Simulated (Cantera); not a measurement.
Adiabatic ignition

An adiabatic, constant-volume homogeneous reactor starts with 13.5 % CH4, 9.06 % CO, 17.6 % O2, 52.6 % N2, 6.22 % H2O, 0.974 % CO2, equivalence ratio 1.8, at 1275 K and 760 Torr.

Detailed kinetics in Cantera: GRI-Mech 3.0 (53 species, 325 reactions).

```json
[
 {"t (s)": "1.00e-6", "T (K)": "1275", "P (bar)": "1.01", "x CH4": "0.135", "x CO": "0.0906", "x O2": "0.176", "x C2H": "<1e-12", "x CH2CO": "<1e-12", "x HO2": "4.19e-9", "x NO": "<1e-12"},
 {"t (s)": "3.40e-6", "T (K)": "1275", "P (bar)": "1.01", "x CH4": "0.135", "x CO": "0.0906", "x O2": "0.176", "x C2H": "<1e-12", "x CH2CO": "<1e-12", "x HO2": "1.40e-8", "x NO": "<1e-12"},
 {"t (s)": "1.15e-5", "T (K)": "1275", "P (bar)": "1.01", "x CH4": "0.135", "x CO": "0.0906", "x O2": "0.176", "x C2H": "<1e-12", "x CH2CO": "<1e-12", "x HO2": "4.52e-8", "x NO": "<1e-12"},
 {"t (s)": "3.92e-5", "T (K)": "1275", "P (bar)": "1.01", "x CH4": "0.135", "x CO": "0.0906", "x O2": "0.176", "x C2H": "<1e-12", "x CH2CO": "2.33e-12", "x HO2": "1.29e-7", "x NO": "<1e-12"},
 {"t (s)": "0.000133", "T (K)": "1275", "P (bar)": "1.01", "x CH4": "0.135", "x CO": "0.0906", "x O2": "0.176", "x C2H": "<1e-12", "x CH2CO": "3.15e-11", "x HO2": "2.60e-7", "x NO": "<1e-12"},
 {"t (s)": "0.000452", "T (K)": "1275", "P (bar)": "1.01", "x CH4": "0.135", "x CO": "0.0906", "x O2": "0.176", "x C2H": "<1e-12", "x CH2CO": "4.58e-10", "x HO2": "3.23e-7", "x NO": "<1e-12"},
 {"t (s)": "0.00153", "T (K)": "1275", "P (bar)": "1.01", "x CH4": "0.135", "x CO": "0.0906", "x O2": "0.176", "x C2H": "<1e-12", "x CH2CO": "5.56e-9", "x HO2": "4.62e-7", "x NO": "<1e-12"},
 {"t (s)": "0.00521", "T (K)": "1277", "P (bar)": "1.02", "x CH4": "0.135", "x CO": "0.0906", "x O2": "0.176", "x C2H": "<1e-12", "x CH2CO": "4.91e-8", "x HO2": "1.07e-6", "x NO": "<1e-12"},
 {"t (s)": "0.0177", "T (K)": "1297", "P (bar)": "1.03", "x CH4": "0.132", "x CO": "0.0906", "x O2": "0.174", "x C2H": "<1e-12", "x CH2CO": "2.17e-6", "x HO2": "4.95e-6", "x NO": "<1e-12"},
 {"t (s)": "0.0601", "T (K)": "2767", "P (bar)": "2.44", "x CH4": "4.37e-12", "x CO": "0.162", "x O2": "0.000709", "x C2H": "<1e-12", "x CH2CO": "<1e-12", "x HO2": "6.58e-7", "x NO": "0.00159"},
 {"t (s)": "0.204", "T (K)": "2767", "P (bar)": "2.44", "x CH4": "4.37e-12", "x CO": "0.162", "x O2": "0.000709", "x C2H": "<1e-12", "x CH2CO": "<1e-12", "x HO2": "6.58e-7", "x NO": "0.00159"},
 {"t (s)": "0.694", "T (K)": "2767", "P (bar)": "2.44", "x CH4": "4.37e-12", "x CO": "0.162", "x O2": "0.000709", "x C2H": "<1e-12", "x CH2CO": "<1e-12", "x HO2": "6.58e-7", "x NO": "0.00159"},
 {"t (s)": "2.36", "T (K)": "2767", "P (bar)": "2.44", "x CH4": "4.37e-12", "x CO": "0.162", "x O2": "0.000709", "x C2H": "<1e-12", "x CH2CO": "<1e-12", "x HO2": "6.58e-7", "x NO": "0.00159"},
 {"t (s)": "8.00", "T (K)": "2767", "P (bar)": "2.44", "x CH4": "4.37e-12", "x CO": "0.162", "x O2": "0.000709", "x C2H": "<1e-12", "x CH2CO": "<1e-12", "x HO2": "6.58e-7", "x NO": "0.00159"}
]
```
x: mole fraction; the columns are a selection and need not sum to one.

```json
{
 "time_of_steepest_temperature_rise": "28.3 ms",
 "temperature at 8.00 s": "2767 K",
 "equilibrium_temperature": "2767 K",
 "x(CH4) at 8.00 s": "4.37e-12 (gas-phase equilibrium 5.05e-12)",
 "x(CO) at 8.00 s": "0.162 (gas-phase equilibrium 0.162)",
 "x(O2) at 8.00 s": "0.000709 (gas-phase equilibrium 0.000709)"
}
```
